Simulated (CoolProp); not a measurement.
The fluid at 354.67 K and 0.851 MPa flows at 8.7 m/s in a round tube of 1 mm bore and 15 µm roughness, fully developed (64/Re and Nu = 3.66 if laminar; Colebrook and Gnielinski if turbulent). The same conditions are run with several fluids, on thermodynamics alone (safety and materials aside).

Computed with CoolProp (reference Helmholtz-energy equation of state of each fluid (R236EA: Rui 2013; R410A: Lemmon 2003; R227EA: Lemmon 2016; sulfur hexafluoride: Guder 2009; R404A: Lemmon 2003)). Blends and air are pseudo-pure fits.

### Question
Rank R236EA, R410A, R227EA, sulfur hexafluoride, R404A by Reynolds number, highest first.

### Answer
R236EA (35600), R227EA (35000), sulfur hexafluoride (21500), R404A (18200), R410A (12400)

```csv
fluid,Darcy friction factor,pressure drop (Pa/m),heat-transfer coefficient (W/(m² K)),mass flow (kg/h)
R236EA,0.0450,90400,3320,1.31
R410A,0.0472,39800,1150,0.548
R227EA,0.0450,96600,3150,1.40
sulfur hexafluoride,0.0458,77200,1910,1.10
R404A,0.0461,53400,1700,0.752
```

Transport values come from each fluid's own correlations; those of R236EA, R227EA are estimates that may be off by 10 % or more.
